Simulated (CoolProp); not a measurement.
The numbers come from the reference Helmholtz-energy equation of state, de Reuck 1990 in CoolProp.

### Question
Give the vapour pressure (bar), vapour density (kg/m³), enthalpy of vaporisation (kJ/kg), liquid cp (kJ/(kg K)) of saturated fluorine at 96.1 K.

### Answer
| T (K) | p (bar) | vapour density (kg/m³) | enthalpy of vaporisation (kJ/kg) | liquid cp (kJ/(kg K)) |
|---|---|---|---|---|
| 96.1 | 3.08 | 15.8 | 163 | 1.56 |
